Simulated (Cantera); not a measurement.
# Stirred combustor or abatement burner

A perfectly stirred reactor is fed with 17.1 % H2, 17.4 % O2, 65.5 % N2, equivalence ratio 0.49, at 1.01 bar; it is adiabatic with a 448 K inlet, and is followed from long to short residence time, starting on the burning branch (τ in s: 0.4, 0.16, 0.061, 0.024, 0.0095, 0.0038, 0.0015, 0.00058, 0.00023, 9e-05, 3.6e-05, 1.4e-05).

Computed with Cantera and the H2/O2 subset of GRI-Mech 3.0, which has no nitrogen chemistry.

```tsv
τ (s)	T (K)	x H2	x O2	x H2O	x HO2	x O	x H2O2
0.40	1746	6.95e-5	0.0968	0.186	1.08e-6	6.34e-5	7.47e-8
0.16	1744	0.000122	0.0967	0.186	1.58e-6	0.000108	1.05e-7
0.061	1741	0.000227	0.0966	0.185	2.62e-6	0.000201	1.57e-7
0.024	1735	0.000418	0.0964	0.185	4.47e-6	0.000372	2.31e-7
0.0095	1727	0.000769	0.0962	0.184	7.63e-6	0.000687	3.39e-7
0.0038	1713	0.00139	0.0960	0.183	1.26e-5	0.00124	4.93e-7
0.0015	1688	0.00250	0.0958	0.180	2.02e-5	0.00221	7.30e-7
0.00058	1646	0.00442	0.0957	0.176	3.07e-5	0.00378	1.14e-6
0.00023	1580	0.00755	0.0963	0.171	4.33e-5	0.00586	1.91e-6
9.0e-5	1477	0.0134	0.0988	0.161	5.93e-5	0.00786	3.65e-6
3.6e-5	1316	0.0301	0.108	0.140	8.54e-5	0.00726	7.68e-6
1.4e-5	448	0.171	0.174	<1e-12	<1e-12	<1e-12	<1e-12
```
x: mole fraction; the columns are a selection and need not sum to one.
